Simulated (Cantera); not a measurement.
Feed: 1 mol PbO, 3.1 mol C, 4.4 mol H₂, held at 1902 °C and 9.75 Torr.

Equilibrium computed with Cantera from the NASA thermochemical tables; the gas is ideal and each condensed phase is pure. Candidate condensed phases: C, C₆H₆, C₇H₈, C₈H₁₈, H₂O, Pb, PbO, PbO₂, Pb₃O₄; 113 gas species. Kinetics and transport are ignored.

Base state: H₂ 0.657, CO 0.154, Pb 0.154, H 0.0347, C₂H₂ (acetylene) 0.00147 (mole fractions); condensed: C(graphite).

**Question.** What changes in the equilibrium state with this change: H₂ from 4.4 to 0.11 mol?

**Answer.** 
```tsv
species	before	after
CO	0.154	0.472
Pb	0.154	0.472
H₂	0.657	0.0471
H	0.0347	0.00930
C₂H₂ (acetylene)	0.00147	0.000105
Pb₂	1.09e-6	1.03e-5
C(graphite), mol	2.08	2.10
```
